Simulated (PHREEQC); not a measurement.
1 kg of water holding 0.1 mol Na2SO4 meets 20 L of dry gas (CO2 1 by moles) at fixed total pressure, at 5 atm; fugacities by Peng-Robinson. The gases take part in no redox reaction, some water evaporates into the gas, and hydrates or a liquid gas phase aren't modelled. Nothing may precipitate in this run.

Model: ion-association model, phreeqc.dat, run in PHREEQC.

Q: Predict dissolved CO2 (all carbonate carbon) (mol/kgw), pH at T (°C) = 40, 70.

A: 
```tsv
T (°C)	dissolved CO2 (all carbonate carbon) (mol/kgw)	pH
40	0.108	3.90
70	0.0626	4.15
```

Away from 25 °C the constants follow the database's enthalpies or fits; those with neither stay at their 25 °C values.
